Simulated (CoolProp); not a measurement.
Ammonia along the isotherm 268 K: Z from the reference equation and from simpler models built on Tc = 405.6 K, pc = 11360 kPa, ω = 0.256; each cubic takes its own stable root.

Values from CoolProp's reference Helmholtz-energy equation of state, Gao 2020.

```csv
p (kPa),phase,reference
1070,liquid,0.01266
2130,liquid,0.02517
3200,liquid,0.03777
4260,liquid,0.05023
5330,liquid,0.06278
6390,liquid,0.07519
7460,liquid,0.08769
8520,liquid,0.1000
9590,liquid,0.1125
10700,liquid,0.1254
11700,liquid,0.1370
12800,liquid,0.1497
13800,liquid,0.1612
14900,liquid,0.1739
16000,liquid,0.1866
17000,liquid,0.1981
```

### Question
How far does each simpler model (van der Waals, Redlich-Kwong, Soave-Redlich-Kwong, Peng-Robinson) lie from the reference over these 16 states: mean and median of the absolute difference, and the worst?

### Answer
- van der Waals: mean 531.3 %, median 88.5 %, worst +7174.1 % at 268 K and 1070 kPa
- Redlich-Kwong: mean 30.1 %, median 30.1 %, worst +30.6 % at 268 K and 1070 kPa
- Soave-Redlich-Kwong: mean 25.9 %, median 25.9 %, worst +26.0 % at 268 K and 1070 kPa
- Peng-Robinson: mean 11.5 %, median 11.5 %, worst +11.6 % at 268 K and 17000 kPa

At some of these states van der Waals gives the other phase, because its saturation line lies elsewhere.
